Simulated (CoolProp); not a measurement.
Saturated liquid density (kg/m³) of dimethyl ether: the reference equation beside estimates from Tc = 127.2 °C, pc = 53.37 bar, ω = 0.196. Rackett uses Z = 0.29056 − 0.08775 ω.

Computed with CoolProp (reference Helmholtz-energy equation of state, Wu 2011).

```tsv
T (°C)	reference	Rackett	Redlich-Kwong	Soave-Redlich-Kwong	Peng-Robinson
-29.05	741.0	728.0	664.9	679.4	[?]
-26.15	737.1	724.2	661.0	[?]	[?]
-23.25	733.1	720.3	656.9	672.1	759.3
-20.35	729.1	716.4	652.8	668.3	755.2
-17.45	725.0	712.4	648.7	664.4	751.0
-14.55	720.9	708.5	[?]	660.5	746.8
-11.65	716.8	704.5	640.3	656.6	742.5
-8.65	712.6	700.3	635.8	[?]	737.9
-5.75	708.4	696.2	631.4	648.3	733.4
-2.85	704.2	692.1	627.0	644.1	728.8
0.05	699.9	687.9	622.4	639.8	724.2
```

Fill in the missing entries.


- -29.05, Peng-Robinson: 767.3
- -26.15, Soave-Redlich-Kwong: 675.8
- -26.15, Peng-Robinson: 763.3
- -14.55, Redlich-Kwong: 644.5
- -8.65, Soave-Redlich-Kwong: 652.4

Absolute difference from the reference over all 11 rows, mean and median: Rackett 1.7 and 1.7 %, Redlich-Kwong 10.6 and 10.6 %, Soave-Redlich-Kwong 8.4 and 8.4 %, Peng-Robinson 3.6 and 3.6 %.
